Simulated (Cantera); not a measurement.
**Adiabatic ignition**

An adiabatic, constant-volume homogeneous reactor starts with 4.32 % CH4, 20.1 % O2, 75.6 % N2, equivalence ratio 0.43, at 1350 K and 7500 Torr.

Cantera simulation using GRI-Mech 3.0 (53 species, 325 reactions); the numbers are that mechanism's predictions, not measurements.

```
t (s)     T (K)  P (bar)   x CH4   x O2     x N2O    x C2H4   x H2O2
--------  -----  -------  ------  -----  --------  --------  -------
3.00e-6    1350    10.00  0.0432  0.201    <1e-12    <1e-12  1.82e-9
1.03e-5    1350    10.00  0.0432  0.201  2.24e-12  3.11e-11  1.37e-8
3.54e-5    1350    10.00  0.0432  0.201  2.43e-11   2.78e-9  6.23e-8
0.000122   1350     10.0  0.0431  0.201  2.76e-10   4.72e-7  1.99e-7
0.000418   1363     10.1  0.0414  0.200   4.60e-9   4.69e-5  3.03e-6
0.00144    2458     18.3  <1e-12  0.112   3.30e-6    <1e-12  7.67e-7
0.00493    2442     18.1  <1e-12  0.109   3.23e-6    <1e-12  7.28e-7
0.0169     2430     18.0  <1e-12  0.106   3.23e-6    <1e-12  7.01e-7
0.0582     2430     18.0  <1e-12  0.106   3.23e-6    <1e-12  6.99e-7
0.200      2430     18.0  <1e-12  0.106   3.23e-6    <1e-12  6.99e-7
```
x: mole fraction; the columns are a selection and need not sum to one.

```json
{
  "time_of_steepest_temperature_rise": "0.577 ms",
  "temperature at 0.200 s": "2430 K",
  "equilibrium_temperature": "2430 K",
  "x(CH4) at 0.200 s": "<1e-12 (gas-phase equilibrium <1e-12)",
  "x(O2) at 0.200 s": "0.106 (gas-phase equilibrium 0.106)",
  "x(N2O) at 0.200 s": "3.23e-6 (gas-phase equilibrium 3.23e-6)"
}
```
